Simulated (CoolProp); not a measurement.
Vapour-liquid equilibrium of n-pentane (1) + benzene (2) at 0.533 MPa; x and y are mole fractions of (1).

Values from CoolProp's multi-fluid Helmholtz-energy mixture model, Thol 2019 and Thol 2012; pair parameters Bell 2016.

Give the bubble temperature and the first vapour's composition at x = 0.125, 0.275, 0.425. Is there an azeotrope?

x = 0.125: 405.2 K, y = 0.321; x = 0.275: 394.2 K, y = 0.538; x = 0.425: 386.6 K, y = 0.674. No azeotrope shows between x = 0.05 and 0.95.

The pair parameters rest on a limited set of measurements; away from them the model extrapolates.
